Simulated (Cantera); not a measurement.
Input (Python, Cantera) and output of one run.

```python
import numpy as np
import cantera as ct

gas_names = [...]  # 109 gases of nasa_gas.yaml made of C, Cl, H, Si
cond_names = """
    C(gr) C6H6(L) C7H8(L) C8H18(L),n-octa Si(cr) Si(L) SiC(b)
""".split()


# ... load() reads the species with a 1 bar reference pressure and builds the phases ...
atoms = {
    'SiH2Cl2': {'Si': 1, 'H': 2, 'CL': 2},
    'C2H4': {'C': 2, 'H': 4},
    'H2': {'H': 2},
}
top_T = {'C(gr)': 4500, 'SiC(b)': 3050}  # K; cautious upper limits of use, not melting points


# ... equilibrate(T, P, feed) seeds the gas with the atoms and calls Mixture.equilibrate('TP', solver="gibbs", rtol=1e-10, max_steps=50000) ...
results = []
feed = {'SiH2Cl2': 1, 'C2H4': 0.64, 'H2': 16}  # mol
T = 2623.15  # K
P = 540  # Pa
mix = equilibrate(T, P, feed)
results.append((T, P, feed, dict(zip(mix.species_names, mix.species_moles))))
x = sorted(zip(gas.X, gas.species_names), reverse=True)
print(f"T = {T:g} K  P = {P:g} Pa  gas = {mix.phase_moles(0):.4g} mol")
print("   x: " + "  ".join(f"{s} {v:.3e}" for v, s in x if v > 0.0001))
print("   condensed (mol): " + ("  ".join(f"{mix.phase(i).name} {mix.phase_moles(i):.4g}"
      for i in range(1, mix.n_phases) if mix.phase_moles(i) > 1e-12) or "none"))
```

Output:

```
T = 2623.15 K  P = 540 Pa  gas = 25.76 mol
   x: H2 4.779e-01  H 3.965e-01  HCL 4.874e-02  CL 2.828e-02  Si 2.751e-02  SiC2 9.990e-03  C2H2,acetylene 8.474e-03  C2H 6.470e-04  C3 5.699e-04  SiCL 4.255e-04  SiH 3.089e-04  Si2C 2.192e-04  C 1.546e-04
   condensed (mol): C(gr) 0.2299
```

Equilibrium computed with Cantera from the NASA thermochemical tables; the gas is ideal and each condensed phase is pure. The tables' values for SiCl are old estimates; treat these amounts as uncertain.
